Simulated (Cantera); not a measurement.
# Low-pressure radical oxidation in H2/O2

An isothermal, constant-pressure homogeneous reactor starts with 2.82 % H2, 97.2 % O2, at 1450 K and 1.58 Torr.

Cantera simulation using GRI-Mech 3.0 (53 species, 325 reactions); the numbers are that mechanism's predictions, not measurements. Radical loss at walls, strong at low pressure, is not modelled.

```
t (s)         x H2   x O2      x OH    x HO2    x H2O2       x H
--------  --------  -----  --------  -------  --------  --------
5.00e-5     0.0282  0.972   1.92e-9  9.84e-9    <1e-12   7.97e-9
0.000232    0.0282  0.972   2.65e-8  4.56e-8  1.17e-11   2.27e-8
0.00108     0.0282  0.972   3.15e-7  2.11e-7  2.36e-10   9.92e-8
0.00500     0.0280  0.972   8.41e-5  9.15e-7   3.56e-9   2.22e-5
0.0232    0.000288  0.946   0.00395  1.51e-7   3.87e-9   0.00189
0.108     0.000284  0.946   0.00392  1.50e-7   3.86e-9   0.00186
0.500     0.000270  0.947   0.00383  1.47e-7   3.80e-9   0.00171
2.32      0.000216  0.952   0.00343  1.34e-7   3.55e-9   0.00120
10.8       9.34e-5  0.963   0.00227  8.90e-8   2.59e-9  0.000327
50.0       1.33e-5  0.970  0.000860  3.40e-8  9.81e-10   1.70e-5
```
x: mole fraction; the columns are a selection and need not sum to one.

Equilibrium at this temperature and pressure: H2 6.02e-7, O2 0.971, OH 0.000183, HO2 4.84e-8, H2O2 1.98e-10, H 1.61e-7 (gas phase only).
